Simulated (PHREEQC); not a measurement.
Solution A (88 mmol/kgw CuSO4, 0.035 mmol/kgw HCl and 0.12 mmol/kgw KCl) is mixed with solution B (0.13 mol Pb(NO3)2 and 0.00017 mol KBr per kg of water) at 25 °C; shares are by mass of water, 1 kg in all. Oxygen alone is held at its pressure in air (log pO2 = -0.68). The system is closed to CO2. Only these solids could form: Cu(OH)2, Brochantite, Antlerite, Atacamite, Cu2(OH)3NO3, Litharge, Anglesite, Cotunnite, Laurionite, PbBr2, Larnakite, Chalcanthite.

Model: ion-association model, wateq4f.dat, run in PHREEQC.

```
share of solution B    pH  Anglesite (mol)  Antlerite (mol)  Pb in solution (mol/kgw)  S in solution (mol/kgw)  Cu+2 (mol/kgw)  Pb+2 (mol/kgw)  PbBr+ (mol/kgw)
-------------------  ----  ---------------  ---------------  ------------------------  -----------------------  --------------  --------------  ---------------
0                    3.90                0          8.74e-5                         0                   0.0879          0.0460               0                0
0.1                  3.92           0.0130          6.92e-5                   1.58e-5                   0.0661          0.0467         4.89e-6          1.57e-9
0.2                  3.95           0.0260          5.11e-5                   1.88e-5                   0.0444          0.0479         7.29e-6          4.73e-9
0.3                  4.01           0.0390          3.24e-5                       [?]                   0.0226          0.0498         1.45e-5          1.42e-8
0.4                  4.31           0.0516                0                       [?]                  0.00122          0.0521        0.000276          3.61e-7
0.5                   [?]           0.0440                0                    0.0210                  3.20e-5          0.0440          0.0136          1.73e-5
0.6                  4.37           0.0352                0                       [?]                  1.98e-5          0.0352          0.0268          3.35e-5
0.7                  4.37           0.0264                0                    0.0646                  1.57e-5          0.0264             [?]          4.90e-5
0.8                  4.35           0.0176                0                    0.0864                  1.37e-5          0.0176          0.0508          6.42e-5
0.9                  4.31              [?]                0                     0.108                  1.24e-5         0.00880          0.0618          7.93e-5
1                    4.27                0                0                     0.130                        0               0          0.0723          9.43e-5
```

Task: Some entries are withheld; supply them.

Result: 
- 0.3, Pb in solution (mol/kgw): 2.89e-5
- 0.4, Pb in solution (mol/kgw): 0.000417
- 0.5, pH: 4.34
- 0.6, Pb in solution (mol/kgw): 0.0428
- 0.7, Pb+2 (mol/kgw): 0.0391
- 0.9, Anglesite (mol): 0.00879
